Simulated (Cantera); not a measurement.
A closed system holds: 1 mol SiCl₄, 0.37 mol H₂, 1.6 mol HCl, equilibrated at 1248.15 K and 140000 Pa.

Cantera equilibrium calculation (NASA polynomials, part measured and part estimated; ideal gas, pure solids and liquids). Candidate condensed phases: Si; 19 gas species. The tables' values for SiCl₃ are old estimates; treat these amounts as uncertain. The numbers say what is thermodynamically allowed, not how fast it happens.

Base state: HCl 0.542, SiCl₄ 0.332, H₂ 0.121, SiHCl₃ 0.00262, SiCl₃ 0.00141, SiCl₂ 4.31e-5 (mole fractions); condensed: gas only.

Problem. What changes in the equilibrium state with this change: 0.8 mol CH₄ added?

Solution. 
| species | before | after |
|---|---|---|
| H₂ | 0.121 | 0.416 |
| HCl | 0.542 | 0.362 |
| SiCl₄ | 0.332 | 0.208 |
| CH₄ | 0 | 0.00270 |
| SiH₂Cl₂ | 2.80e-6 | 4.64e-5 |
| C(graphite), mol | 0 | 0.788 |
Further candidate phases: C, C₆H₆, C₇H₈, C₈H₁₈, SiC.
